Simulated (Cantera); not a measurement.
Input: 1 mol N2O, 0.064 mol H2, 3.1 mol O2, 0.038 mol SO2, equilibrated at 3350 K and 0.350 bar.

Equilibrium computed with Cantera from the NASA thermochemical tables; the gas is ideal and each condensed phase is pure. Candidate condensed phases: H2O, H2SO4, S; 35 gas species. The numbers say what is thermodynamically allowed, not how fast it happens.

Base state: O2 0.416, O 0.362, N2 0.151, NO 0.0430, OH 0.0115, H 0.00922, SO2 0.00400, SO 0.00232 (mole fractions); condensed: gas only.

Question: What changes in the equilibrium state with this change: pressure from 0.350 bar to 0.133 bar?

Answer: 
| species | before | after |
|---|---|---|
| O | 0.362 | 0.498 |
| O2 | 0.416 | 0.300 |
| N2 | 0.151 | 0.140 |
| OH | 0.0115 | 0.00779 |
| H | 0.00922 | 0.0119 |
| NO | 0.0430 | 0.0352 |
| H2O | 0.000514 | 0.000170 |
| S | 0.000255 | 0.000595 |
| NO2 | 1.67e-5 | 7.19e-6 |

Question: What changes in the equilibrium state with this change: 0.19 mol H2O added?

Answer: 
| species | before | after |
|---|---|---|
| O2 | 0.416 | 0.387 |
| O | 0.362 | 0.349 |
| N2 | 0.151 | 0.143 |
| OH | 0.0115 | 0.0371 |
| H | 0.00922 | 0.0307 |
| NO | 0.0430 | 0.0403 |
| H2 | 0.000174 | 0.00193 |
| H2O | 0.000514 | 0.00550 |
| HO2 | 6.92e-6 | 2.14e-5 |
| NO2 | 1.67e-5 | 1.51e-5 |

Question: What changes in the equilibrium state with this change: temperature from 3350 K to 1225 K?

Answer: 
```json
[
 {"species": "O2", "before": "0.416", "after": "0.764"},
 {"species": "N2", "before": "0.151", "after": "0.214"},
 {"species": "H2O", "before": "0.000514", "after": "0.0137"},
 {"species": "O", "before": "0.362", "after": "6.22e-8"},
 {"species": "OH", "before": "0.0115", "after": "2.78e-6"},
 {"species": "NO", "before": "0.0430", "after": "0.000234"},
 {"species": "H", "before": "0.00922", "after": "<1e-9"},
 {"species": "SO", "before": "0.00232", "after": "<1e-9"},
 {"species": "S", "before": "0.000255", "after": "<1e-9"},
 {"species": "H2", "before": "0.000174", "after": "<1e-9"}
]
```
